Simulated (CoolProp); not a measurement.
Vapour-liquid equilibrium of cyclohexane (1) + n-heptane (2) at 485 K; x and y are mole fractions of (1).

Values from CoolProp's multi-fluid Helmholtz-energy mixture model, Zhou 2014 and Span 2003; pair parameters Bell 2016.

Give the bubble pressure and the first vapour's composition at x = 0.25, 0.75, 0.95. Is there an azeotrope?

x = 0.25: 1300 kPa, y = 0.289; x = 0.75: 1513 kPa, y = 0.785; x = 0.95: 1596 kPa, y = 0.958. No azeotrope shows between x = 0.05 and 0.95.

Pair parameters are fitted to limited data, so mixtures are less certain than the pure fluids.
